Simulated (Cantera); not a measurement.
Source: NASA polynomial tables (part measured, part estimated), evaluated in Cantera. Values are per mole of reaction as written; species without (g) are pure solids or liquids, kept so even where they would boil at 1 bar.

Question: Between 373 and 598 K, where is each reaction favourable under standard conditions?
- 2 Ni3S4 + C ⇌ CS2(g) + 6 NiS

Answer: 
- 2 Ni3S4 + C ⇌ CS2(g) + 6 NiS: ΔG° is 126 kJ at 373 K and 88 kJ at 598 K; it stays positive (K < 1). ΔH° is 184 kJ and ΔS° 161 J/K at 598 K.
